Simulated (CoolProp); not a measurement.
Vapour-liquid equilibrium of CH2F2 (R32) (1) + R152A (2) at 29.8 kPa; x and y are mole fractions of (1).

The numbers come from the multi-fluid Helmholtz-energy mixture model, Tillner-Roth 1997 and Outcalt 1996; pair parameters Bell 2016 in CoolProp.

```csv
x,bubble temperature (K),y at the bubble point,dew temperature at overall composition x (K),liquid density (mol/L)
0.05,221.9,0.182,223.9,16.40
0.125,218.5,0.381,222.8,16.92
0.2,215.7,0.521,221.7,17.44
0.275,213.3,0.624,220.4,17.97
0.35,211.2,0.703,219.1,18.52
0.425,209.4,0.765,217.7,19.09
0.5,207.8,0.815,216.2,19.68
0.575,206.4,0.856,214.5,20.30
0.65,205.1,0.890,212.7,20.94
0.725,203.9,0.920,210.6,21.62
0.8,202.8,0.945,208.3,22.33
0.875,201.7,0.968,205.7,23.08
0.95,200.7,0.988,202.5,23.87
```

No azeotrope shows between x = 0.05 and 0.95.

Pair parameters are fitted to limited data, so mixtures are less certain than the pure fluids.
